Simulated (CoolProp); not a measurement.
Vapour-liquid equilibrium of R152A (1) + n-pentane (2) at 8.25 bar; x and y are mole fractions of (1).

The numbers come from the multi-fluid Helmholtz-energy mixture model, Outcalt 1996 and Thol 2019; pair parameters Bell 2016 in CoolProp.

| x | bubble temperature (°C) | y at the bubble point | dew temperature at overall composition x (°C) | liquid density (mol/L) |
|---|---|---|---|---|
| 0.05 | 97.3 | 0.309 | (withheld) | 7.580 |
| 0.2 | 65.2 | (withheld) | 104.0 | 8.505 |
| 0.35 | 52.8 | 0.807 | (withheld) | 9.182 |
| 0.5 | 47.0 | 0.851 | (withheld) | 9.835 |
| 0.65 | 43.4 | 0.883 | (withheld) | 10.57 |
| 0.8 | 40.3 | 0.918 | 53.6 | 11.50 |
| 0.95 | 37.3 | 0.973 | 38.4 | 12.69 |

Q: Complete the blanks.

A: 
- 0.05, dew temperature at overall composition x (°C): 112.6
- 0.2, y at the bubble point: 0.702
- 0.35, dew temperature at overall composition x (°C): 94.5
- 0.5, dew temperature at overall composition x (°C): 83.7
- 0.65, dew temperature at overall composition x (°C): 70.5

No azeotrope shows between x = 0.05 and 0.95.

The pair parameters rest on a limited set of measurements; away from them the model extrapolates. With so large a gap from Raoult's law the liquid may split in two, which this calculation doesn't test in full.
